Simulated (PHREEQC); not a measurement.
Dissolve 170 mmol/kgw NH4Br at 24 °C. Closed to the air; pH follows from the charge balance.

Model: ion-association model, phreeqc.dat, run in PHREEQC.

**Question.** The ionic strength comes out as 0.170 mol/kgw. What activity coefficients do H+, Br-, NH4+ get?

**Answer.** H+ 0.80, Br- 0.71, NH4+ 0.70.

No solid was allowed to form. Complexes and solids missing from the database can't appear.
